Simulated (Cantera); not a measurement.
Cantera run:

```python
import numpy as np
import cantera as ct

gas_names = [...]  # 95 gases of nasa_gas.yaml made of C, F, H
cond_names = """
    C(gr) C6H6(L) C7H8(L) C8H18(L),n-octa
""".split()


# ... load() reads the species with a 1 bar reference pressure and builds the phases ...
atoms = {
    'CF4': {'C': 1, 'F': 4},
    'F2': {'F': 2},
    'H2': {'H': 2},
}
top_T = {'C(gr)': 4500}  # K; cautious upper limits of use, not melting points


# ... equilibrate(T, P, feed) seeds the gas with the atoms and calls Mixture.equilibrate('TP', solver="vcs", rtol=1e-11, max_steps=5000) ...
results = []
feed = {'CF4': 1, 'F2': 0.27, 'H2': 0.087}  # mol
P = 800  # Pa
for T in [648, 798, 948, 1098, 1248, 1398, 1548, 1698, 1848, 1998, 2148, 2298, 2448, 2598]:
    mix = equilibrate(T, P, feed)
    results.append((T, P, feed, dict(zip(mix.species_names, mix.species_moles))))

top = {s: max(r[3][s] / sum(r[3][g] for g in gas_names) for r in results) for s in gas_names}
cols = sorted((s for s in top if top[s] > 0.0001), key=lambda s: -top[s])[:7]
seen = [c for c in cond_names if any(r[3].get(c, 0) > 1e-12 for r in results)]
print("log10 of partial pressures in bar; condensed amounts in mol")
print(f"{'T/K':>10s}" + "".join(f"{s[:9]:>10s}" for s in cols + seen))
for T, P, feed, n in results:
    ng = sum(n[g] for g in gas_names)
    print(f"{T:10.4g}" + "".join(f"{np.log10(max(n[s] / ng * P / 1e5, 1e-99)):10.3f}" for s in cols)
          + "".join(f"{n.get(c, 0):10.4g}" for c in seen))
```

Output:

```
log10 of partial pressures in bar; condensed amounts in mol
       T/K       CF4         F       CF2        F2        HF        CF       CF3     C(gr)
       648    -2.230    -4.814   -50.235    -2.971    -2.989   -80.093   -32.541         0
       798    -2.236    -3.607   -38.801    -3.027    -2.996   -61.985   -25.506         0
       948    -2.262    -2.934   -30.702    -3.379    -3.022   -49.167   -20.568         0
      1098    -2.281    -2.745   -24.217    -4.242    -3.041   -38.948   -16.679         0
      1248    -2.284    -2.724   -19.036    -5.148    -3.043   -30.806   -13.591         0
      1398    -2.284    -2.721   -14.940    -5.890    -3.044   -24.368   -11.152         0
      1548    -2.284    -2.721   -11.636    -6.494    -3.044   -19.175    -9.185         0
      1698    -2.284    -2.721    -8.919    -6.993    -3.044   -14.900    -7.567         0
      1848    -2.285    -2.721    -6.645    -7.412    -3.044   -11.322    -6.212         0
      1998    -2.289    -2.713    -4.734    -7.754    -3.046    -8.309    -5.074         0
      2148    -2.377    -2.594    -3.401    -7.823    -3.093    -6.140    -4.293         0
      2298    -2.797    -2.370    -2.826    -7.645    -3.257    -4.959    -4.077         0
      2448    -3.741    -2.281    -2.685    -7.703    -3.387    -4.178    -4.358         0
      2598    -4.865    -2.256    -2.744    -7.863    -3.422    -3.617    -4.842   0.04212
```

Method: chemical equilibrium by Gibbs-energy minimisation in Cantera with the NASA 1993 tables (ideal gas, pure condensed phases). Condensed phases not in the tables: fluorocarbon polymer. Gases not in the tables: C2F6 and larger saturated fluorocarbons.
